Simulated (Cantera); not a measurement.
A Cantera script and what it prints.

```python
import numpy as np
import cantera as ct

gas_names = """
    CL CL2 H HCL H2 Si SiCL SiCL2 SiCL3 SiCL4 SiH SiHCL3 SiH2 SiH2CL2 SiH3 SiH3CL SiH4 Si2 Si3
""".split()
cond_names = """
    Si(cr) Si(L)
""".split()


# ... load() reads the species with a 1 bar reference pressure and builds the phases ...
atoms = {
    'Si': {'Si': 1},
    'HCl': {'H': 1, 'CL': 1},
    'H2': {'H': 2},
}
top_T = {}  # K; cautious upper limits of use, not melting points


# ... equilibrate(T, P, feed) seeds the gas with the atoms and calls Mixture.equilibrate('TP', solver="vcs", rtol=1e-11, max_steps=5000) ...
results = []
feed = {'Si': 1, 'HCl': 12, 'H2': 13}  # mol
P = 100000  # Pa
for T in [1075, 1125, 1175, 1225, 1275, 1325, 1375, 1425, 1475, 1525, 1575, 1625]:
    mix = equilibrate(T, P, feed)
    results.append((T, P, feed, dict(zip(mix.species_names, mix.species_moles))))
    x = sorted(zip(gas.X, gas.species_names), reverse=True)
    print(f"T = {T:g} K  P = {P:g} Pa  gas = {mix.phase_moles(0):.4g} mol")
    print("   x: " + "  ".join(f"{s} {v:.3e}" for v, s in x if v > 1e-06))
    print("   condensed (mol): " + ("  ".join(f"{mix.phase(i).name} {mix.phase_moles(i):.4g}"
          for i in range(1, mix.n_phases) if mix.phase_moles(i) > 1e-12) or "none"))
```

Output:

```
T = 1075 K  P = 100000 Pa  gas = 24 mol
   x: H2 6.240e-01  HCL 3.343e-01  SiCL4 4.067e-02  SiHCL3 9.432e-04  SiCL3 5.089e-05  SiH2CL2 2.559e-06  SiCL2 1.008e-06
   condensed (mol): none
T = 1125 K  P = 100000 Pa  gas = 24 mol
   x: H2 6.236e-01  HCL 3.348e-01  SiCL4 4.023e-02  SiHCL3 1.302e-03  SiCL3 1.193e-04  SiH2CL2 5.169e-06  SiCL2 4.357e-06
   condensed (mol): none
T = 1175 K  P = 100000 Pa  gas = 24 mol
   x: H2 6.230e-01  HCL 3.353e-01  SiCL4 3.964e-02  SiHCL3 1.737e-03  SiCL3 2.584e-04  SiCL2 1.646e-05  SiH2CL2 9.755e-06
   condensed (mol): none
T = 1225 K  P = 100000 Pa  gas = 24.01 mol
   x: H2 6.222e-01  HCL 3.361e-01  SiCL4 3.882e-02  SiHCL3 2.242e-03  SiCL3 5.201e-04  SiCL2 5.510e-05  SiH2CL2 1.729e-05
   condensed (mol): none
T = 1275 K  P = 100000 Pa  gas = 24.02 mol
   x: H2 6.211e-01  HCL 3.373e-01  SiCL4 3.767e-02  SiHCL3 2.800e-03  SiCL3 9.775e-04  SiCL2 1.650e-04  SiH2CL2 2.885e-05
   condensed (mol): none
T = 1325 K  P = 100000 Pa  gas = 24.03 mol
   x: H2 6.194e-01  HCL 3.390e-01  SiCL4 3.603e-02  SiHCL3 3.371e-03  SiCL3 1.717e-03  SiCL2 4.443e-04  SiH2CL2 4.525e-05  H 1.287e-06
   condensed (mol): none
T = 1375 K  P = 100000 Pa  gas = 24.06 mol
   x: H2 6.169e-01  HCL 3.415e-01  SiCL4 3.373e-02  SiHCL3 3.887e-03  SiCL3 2.809e-03  SiCL2 1.075e-03  SiH2CL2 6.637e-05  H 2.691e-06  CL 1.234e-06
   condensed (mol): none
T = 1425 K  P = 100000 Pa  gas = 24.11 mol
   x: H2 6.133e-01  HCL 3.452e-01  SiCL4 3.056e-02  SiCL3 4.254e-03  SiHCL3 4.249e-03  SiCL2 2.329e-03  SiH2CL2 9.016e-05  H 5.342e-06  CL 2.462e-06
   condensed (mol): none
T = 1475 K  P = 100000 Pa  gas = 24.18 mol
   x: H2 6.083e-01  HCL 3.503e-01  SiCL4 2.649e-02  SiCL3 5.910e-03  SiCL2 4.485e-03  SiHCL3 4.354e-03  SiH2CL2 1.123e-04  H 1.012e-05  CL 4.720e-06
   condensed (mol): none
T = 1525 K  P = 100000 Pa  gas = 24.28 mol
   x: H2 6.020e-01  HCL 3.567e-01  SiCL4 2.176e-02  SiCL2 7.662e-03  SiCL3 7.491e-03  SiHCL3 4.150e-03  SiH2CL2 1.275e-04  H 1.836e-05  CL 8.724e-06  SiH3CL 1.155e-06
   condensed (mol): none
T = 1575 K  P = 100000 Pa  gas = 24.39 mol
   x: H2 5.950e-01  HCL 3.639e-01  SiCL4 1.685e-02  SiCL2 1.167e-02  SiCL3 8.669e-03  SiHCL3 3.676e-03  SiH2CL2 1.324e-04  H 3.206e-05  CL 1.558e-05  SiH3CL 1.418e-06
   condensed (mol): none
T = 1625 K  P = 100000 Pa  gas = 24.51 mol
   x: H2 5.881e-01  HCL 3.711e-01  SiCL2 1.606e-02  SiCL4 1.234e-02  SiCL3 9.234e-03  SiHCL3 3.047e-03  SiH2CL2 1.272e-04  H 5.410e-05  CL 2.688e-05  SiH3CL 1.592e-06
   condensed (mol): none
```

These are equilibrium values from Cantera (NASA tables, ideal gas, pure condensed phases), not measurements of a reactor. The tables' values for SiCl3 are old estimates; treat these amounts as uncertain.
